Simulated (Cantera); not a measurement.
A closed system holds: 1 mol BCl3, 42 mol H2, 1.1 mol H2O, held at 1523.15 K and 16.0 Pa.

These are equilibrium values from Cantera (NASA tables, ideal gas, pure condensed phases), not measurements of a reactor. Candidate condensed phases: B, B2O3, B3O3H3, H2O; 33 gas species. The tables' values for BOCl, BCl are old estimates; treat these amounts as uncertain. Equilibrium is a limit: real reactors are often held back by kinetics, nucleation or transport.

Base state: H2 0.913, HCl 0.0650, HBO 0.0139, H 0.00175, B2O2 0.00149, BOCl 0.00130, HBO2 0.00112, B2O3 0.00107 (mole fractions); condensed: gas only.

### Question
What changes in the equilibrium state with this change: temperature from 1523.15 K to 1625 K?

### Answer
| species | before | after |
|---|---|---|
| H2 | 0.913 | 0.909 |
| HCl | 0.0650 | 0.0648 |
| HBO | 0.0139 | 0.0138 |
| H | 0.00175 | 0.00532 |
| BO | 0.000672 | 0.00177 |
| Cl | 9.99e-5 | 0.000298 |
| H2O | 4.63e-5 | 9.33e-5 |
